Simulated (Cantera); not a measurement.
A closed system holds: 1 mol SiC, 0.018 mol CO2, 1.4 mol H2, held at 0.240 Pa.

These are equilibrium values from Cantera (NASA tables, ideal gas, pure condensed phases), not measurements of a reactor. Candidate condensed phases: C, C6H6, C7H8, C8H18, H2O, Si, SiC, SiO2; 123 gas species. Mutual solubility and eutectic melting of coexisting phases are not modelled. The numbers say what is thermodynamically allowed, not how fast it happens.

Task: Which condensed phases are stable at each of these points (T (K)): 900, 1000, 1100, 1200, 1300, 1400, 1500, 1600, 1700, 1800, 1900, 2000, 2100, 2200?

Result: 
```tsv
T (K)	condensed phases	Si condensed (%)
900	C(graphite) + SiC(s) + SiO2(β-quartz)	100.0
1000	SiC(s) + SiO2(β-quartz)	100.0
1100	SiC(s) + SiO2(β-quartz)	99.8
1200	SiC(s)	99.1
1300	SiC(s)	99.1
1400	SiC(s)	99.1
1500	SiC(s)	99.1
1600	SiC(s)	98.8
1700	SiC(s)	98.3
1800	C(graphite) + SiC(s)	94.5
1900	C(graphite) + SiC(s)	52.5
2000	C(graphite)	0.0
2100	C(graphite)	0.0
2200	C(graphite)	0.0
```

At 900 K the condensed part is C(graphite) + SiC(s) + SiO2(β-quartz). From 1000 K to 1100 K the condensed part is SiC(s) + SiO2(β-quartz). From 1200 K to 1700 K the condensed part is SiC(s). From 1800 K to 1900 K the condensed part is C(graphite) + SiC(s). From 2000 K to 2200 K the condensed part is C(graphite).
